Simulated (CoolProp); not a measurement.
Vapour-liquid equilibrium of dimethyl carbonate (1) + n-decane (2) at 406.9 K; x and y are mole fractions of (1).

Computed with CoolProp (multi-fluid Helmholtz-energy mixture model, Zhou 2011 and Lemmon 2006; pair parameters Bell 2016).

```json
[
 {"x": "0.05", "bubble pressure, mixture model (kPa)": "87.57", "bubble pressure, Raoult's law (kPa)": "47.50", "y, mixture model": "0.641", "y, Raoult's law": "0.360"},
 {"x": "0.125", "bubble pressure, mixture model (kPa)": "151.2", "bubble pressure, Raoult's law (kPa)": "70.76", "y, mixture model": "0.799", "y, Raoult's law": "0.604"},
 {"x": "0.2", "bubble pressure, mixture model (kPa)": "195.4", "bubble pressure, Raoult's law (kPa)": "94.03", "y, mixture model": "0.850", "y, Raoult's law": "0.728"},
 {"x": "0.275", "bubble pressure, mixture model (kPa)": "225.4", "bubble pressure, Raoult's law (kPa)": "117.3", "y, mixture model": "0.874", "y, Raoult's law": "0.802"},
 {"x": "0.35", "bubble pressure, mixture model (kPa)": "245.6", "bubble pressure, Raoult's law (kPa)": "140.6", "y, mixture model": "0.888", "y, Raoult's law": "0.852"},
 {"x": "0.425", "bubble pressure, mixture model (kPa)": "259.6", "bubble pressure, Raoult's law (kPa)": "163.8", "y, mixture model": "0.897", "y, Raoult's law": "0.888"},
 {"x": "0.5", "bubble pressure, mixture model (kPa)": "270.0", "bubble pressure, Raoult's law (kPa)": "187.1", "y, mixture model": "0.905", "y, Raoult's law": "0.915"},
 {"x": "0.575", "bubble pressure, mixture model (kPa)": "278.9", "bubble pressure, Raoult's law (kPa)": "210.4", "y, mixture model": "0.911", "y, Raoult's law": "0.935"},
 {"x": "0.65", "bubble pressure, mixture model (kPa)": "287.5", "bubble pressure, Raoult's law (kPa)": "233.6", "y, mixture model": "0.918", "y, Raoult's law": "0.952"},
 {"x": "0.725", "bubble pressure, mixture model (kPa)": "296.7", "bubble pressure, Raoult's law (kPa)": "256.9", "y, mixture model": "0.927", "y, Raoult's law": "0.966"},
 {"x": "0.8", "bubble pressure, mixture model (kPa)": "307.2", "bubble pressure, Raoult's law (kPa)": "280.2", "y, mixture model": "0.939", "y, Raoult's law": "0.977"},
 {"x": "0.875", "bubble pressure, mixture model (kPa)": "319.2", "bubble pressure, Raoult's law (kPa)": "303.4", "y, mixture model": "0.955", "y, Raoult's law": "0.987"},
 {"x": "0.95", "bubble pressure, mixture model (kPa)": "332.6", "bubble pressure, Raoult's law (kPa)": "326.7", "y, mixture model": "0.979", "y, Raoult's law": "0.995"}
]
```

The largest gap from Raoult's law is +113.7 % in bubble pressure, at x = 0.125. No azeotrope shows between x = 0.05 and 0.95.

Pair parameters are fitted to limited data, so mixtures are less certain than the pure fluids. With so large a gap from Raoult's law the liquid may split in two, which this calculation doesn't test in full.
